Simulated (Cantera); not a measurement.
An isothermal, constant-pressure homogeneous reactor starts with CO : O₂ : H₂O : N₂ = 0.0092 : 0.0048 : 0.0017 : 1 (molar parts), at 1450 K and 2.27 atm.

Computed with Cantera and GRI-Mech 3.0 (53 species, 325 reactions).

### Question
Predict: x(CO) at 2.00 s; x(O₂) at 2.00 s; x(H₂O) at 2.00 s; x(CO₂) at 2.00 s; x(N₂O) at 2.00 s; x(OH) at 2.00 s; x(H) at 2.00 s.

### Answer
```
Quantity                                             Result
----------------  -----------------------------------------
x(CO) at 2.00 s     5.54e-6 (gas-phase equilibrium 1.01e-6)
x(O₂) at 2.00 s   0.000198 (gas-phase equilibrium 0.000182)
x(H₂O) at 2.00 s    0.00168 (gas-phase equilibrium 0.00168)
x(CO₂) at 2.00 s    0.00909 (gas-phase equilibrium 0.00910)
x(N₂O) at 2.00 s    1.87e-8 (gas-phase equilibrium 3.34e-9)
x(OH) at 2.00 s     2.13e-6 (gas-phase equilibrium 9.04e-7)
x(H) at 2.00 s      2.19e-8 (gas-phase equilibrium 1.76e-9)
```
